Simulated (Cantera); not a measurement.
CH3SiCl3 + H2 (silicon carbide growth)

Feed: 1 mol CH3SiCl3, 310 mol H2, held at 2175 K and 43000 Pa.

Equilibrium computed with Cantera from the NASA thermochemical tables; the gas is ideal and each condensed phase is pure. Candidate condensed phases: C, C6H6, C7H8, C8H18, Si, SiC; 109 gas species. The feed counts by its element totals alone. The tables' values for SiCl are old estimates; treat these amounts as uncertain. Gases not in the tables: Si2H6 and higher silanes. Rates play no part.

- x(H2): 0.983
- x(HCl): 0.00936
- x(H): 0.00738
- x(Si): 0.000217
- x(C2H2 (acetylene)): 0.000207
- x(SiH2): 8.42e-5
- x(SiH): 6.56e-5
- x(SiCl2): 5.71e-5
- x(Cl): 5.13e-5
- n(SiC(s)): 0.852 mol
- gas amount: 314.2 mol
- log10 activity of Si(l) (absent): -0.49
- log10 activity of C(graphite) (absent): -0.51
